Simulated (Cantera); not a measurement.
An isothermal, constant-pressure homogeneous reactor starts with H2 : O2 = 0.0073 : 1 (molar parts), equivalence ratio 0.0037, at 1200 K and 150 Pa. Integrator tolerance rtol = 1e-08.

Detailed kinetics in Cantera: the H2/O2 subset of GRI-Mech 3.0, which has no nitrogen chemistry. Radical loss at walls, strong at low pressure, is not modelled.

What does this change do: pressure from 150 Pa to 2670 Pa?


| quantity | before | after |
|---|---|---|
| x(H2) at 10.0 s | 1.45e-5 (gas-phase equilibrium 2.41e-9) | 7.28e-9 (gas-phase equilibrium 5.72e-10) |
| x(O2) at 10.0 s | 0.988 (gas-phase equilibrium 0.993) | 0.993 (gas-phase equilibrium 0.993) |
| x(H2O2) at 10.0 s | 1.49e-9 (gas-phase equilibrium 6.72e-12) | 3.02e-10 (gas-phase equilibrium 2.83e-11) |
| x(HO2) at 10.0 s | 6.22e-8 (gas-phase equilibrium 2.28e-9) | 5.88e-9 (gas-phase equilibrium 4.68e-9) |
| x(H) at 10.0 s | 0.000122 (gas-phase equilibrium 2.52e-10) | 1.28e-9 (gas-phase equilibrium 2.91e-11) |
| x(OH) at 10.0 s | 0.000469 (gas-phase equilibrium 6.07e-6) | 1.05e-5 (gas-phase equilibrium 2.95e-6) |
| x(H2O) at 10.0 s | 0.00695 (gas-phase equilibrium 0.00727) | 0.00727 (gas-phase equilibrium 0.00727) |

What does this change do: H2 0.0073 to 0.01 parts?


```
quantity                                              before                                      after
-----------------  -----------------------------------------  -----------------------------------------
x(H2) at 10.0 s      1.45e-5 (gas-phase equilibrium 2.41e-9)    2.29e-5 (gas-phase equilibrium 3.30e-9)
x(O2) at 10.0 s          0.988 (gas-phase equilibrium 0.993)        0.985 (gas-phase equilibrium 0.990)
x(H2O2) at 10.0 s   1.49e-9 (gas-phase equilibrium 6.72e-12)   2.01e-9 (gas-phase equilibrium 9.18e-12)
x(HO2) at 10.0 s     6.22e-8 (gas-phase equilibrium 2.28e-9)    7.79e-8 (gas-phase equilibrium 2.66e-9)
x(H) at 10.0 s     0.000122 (gas-phase equilibrium 2.52e-10)  0.000177 (gas-phase equilibrium 2.95e-10)
x(OH) at 10.0 s     0.000469 (gas-phase equilibrium 6.07e-6)   0.000588 (gas-phase equilibrium 7.09e-6)
x(H2O) at 10.0 s     0.00695 (gas-phase equilibrium 0.00727)    0.00952 (gas-phase equilibrium 0.00995)
```

What does this change do: H2 0.0073 to 0.014 parts?


```tsv
quantity	before	after
x(H2) at 10.0 s	1.45e-5 (gas-phase equilibrium 2.41e-9)	3.56e-5 (gas-phase equilibrium 4.62e-9)
x(O2) at 10.0 s	0.988 (gas-phase equilibrium 0.993)	0.981 (gas-phase equilibrium 0.986)
x(H2O2) at 10.0 s	1.49e-9 (gas-phase equilibrium 6.72e-12)	2.75e-9 (gas-phase equilibrium 1.28e-11)
x(HO2) at 10.0 s	6.22e-8 (gas-phase equilibrium 2.28e-9)	9.71e-8 (gas-phase equilibrium 3.14e-9)
x(H) at 10.0 s	0.000122 (gas-phase equilibrium 2.52e-10)	0.000243 (gas-phase equilibrium 3.49e-10)
x(OH) at 10.0 s	0.000469 (gas-phase equilibrium 6.07e-6)	0.000731 (gas-phase equilibrium 8.37e-6)
x(H2O) at 10.0 s	0.00695 (gas-phase equilibrium 0.00727)	0.0133 (gas-phase equilibrium 0.0139)
```
